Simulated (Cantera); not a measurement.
An isothermal, constant-pressure homogeneous reactor starts with C₂H₆ : N₂ = 1 : 100 (molar parts), at 1400 K and 0.415 atm.

Cantera simulation using GRI-Mech 3.0 (53 species, 325 reactions); the numbers are that mechanism's predictions, not measurements. GRI-Mech 3.0 stops at C3 and has no aromatics, soot or wall deposition, so with more carbon than oxygen in the feed, carbon stays in small species such as C2H2 where larger ones or solid carbon would form.

Question: Predict: x(C₂H₆) at 30.0 s; x(H₂) at 30.0 s; x(CH₄) at 30.0 s; x(CH₃) at 30.0 s; x(HCN) at 30.0 s.

Answer: 
| Property | Value |
|---|---|
| x(C₂H₆) at 30.0 s | 1.51e-7 (gas-phase equilibrium 1.47e-9) |
| x(H₂) at 30.0 s | 0.0173 (gas-phase equilibrium 0.0192) |
| x(CH₄) at 30.0 s | 0.00137 (gas-phase equilibrium 0.000113) |
| x(CH₃) at 30.0 s | 1.43e-6 (gas-phase equilibrium 1.23e-7) |
| x(HCN) at 30.0 s | 1.75e-7 (gas-phase equilibrium 0.0165) |
